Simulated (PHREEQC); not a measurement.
Solution (25 °C): 0.063 mol ZnSO4 and 0.00021 mol NaCl per kg of water. It is in equilibrium with CO2 at log p = -3.4 (atm). Otherwise closed; pH follows from the charge balance.

Computed with PHREEQC (ion-association model, phreeqc.dat).

### Question
The ionic strength comes out as 0.133 mol/kgw. What activity coefficients do SO4-2, Na+, Cl-, ZnCl+, ZnOH+ get?

### Answer
SO4-2 0.34, Na+ 0.77, Cl- 0.75, ZnCl+ 0.75, ZnOH+ 0.77.

No solid was allowed to form.
